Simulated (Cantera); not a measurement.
Charge: 1 mol CH3SiCl3, 1.6 mol HCl, 160 mol H2, equilibrated at 750 Torr.

Cantera equilibrium calculation (NASA polynomials, part measured and part estimated; ideal gas, pure solids and liquids). Candidate condensed phases: C, C6H6, C7H8, C8H18, Si, SiC; 109 gas species. The feed counts by its element totals alone. The tables' values for SiCl are old estimates; treat these amounts as uncertain. Gases not in the tables: Si2H6 and higher silanes. Equilibrium is a limit: real reactors are often held back by kinetics, nucleation or transport.

x: gas mole fraction; n: condensed amount in mol.

```tsv
T (°C)	x H2	x HCl	x H	x Si	x C2H2 (acetylene)	x SiH	n SiC(s)
1450	0.972	0.0275	0.000180	7.54e-8	4.15e-6	1.07e-7	0.964
1550	0.972	0.0275	0.000427	4.14e-7	1.67e-5	4.36e-7	0.962
1650	0.971	0.0274	…	…	…	…	0.956
1750	0.970	0.0273	0.00187	9.69e-6	0.000106	6.14e-6	0.942
1850	0.969	0.0270	0.00353	4.06e-5	0.000199	2.07e-5	0.916
1950	0.966	0.0268	0.00629	0.000147	0.000361	6.13e-5	0.863
2050	0.960	0.0265	0.0107	0.000457	0.000679	0.000158	0.750
2150	0.952	0.0261	…	…	…	…	…
2250	0.939	0.0256	0.0269	0.00284	0.00254	0.000702	0
```

Task: What belongs in the gaps?

Result: 
- 1650, x H: 0.000928
- 1650, x Si: 2.08e-6
- 1650, x C2H2 (acetylene): 4.87e-5
- 1650, x SiH: 1.67e-6
- 2150, x H: 0.0173
- 2150, x Si: 0.00123
- 2150, x C2H2 (acetylene): 0.00133
- 2150, x SiH: 0.000356
- 2150, n SiC(s): 0.502
